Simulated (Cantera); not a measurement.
A closed system holds: 1 mol CH₃Cl, 0.88 mol HCl, 2.8 mol H₂, at 10.0 mbar.

Method: chemical equilibrium by Gibbs-energy minimisation in Cantera with the NASA 1993 tables (ideal gas, pure condensed phases). Candidate condensed phases: C, C₆H₆, C₇H₈, C₈H₁₈; 103 gas species. Ions and electrons are included (thermal ionisation). Kinetics and transport are ignored.

Q: Which condensed phases are stable at each of these points (T (K)): 2000, 2500, 3000, 3500, 4000, 4500, 5000?

A: 
| T (K) | condensed phases | C condensed (%) |
|---|---|---|
| 2000 | C(graphite) | 99.4 |
| 2500 | C(graphite) | 92.3 |
| 3000 | gas only | 0.0 |
| 3500 | gas only | 0.0 |
| 4000 | gas only | 0.0 |
| 4500 | gas only | 0.0 |
| 5000 | gas only | 0.0 |

From 2000 K to 2500 K the condensed part is C(graphite). From 3000 K to 5000 K nothing is condensed.
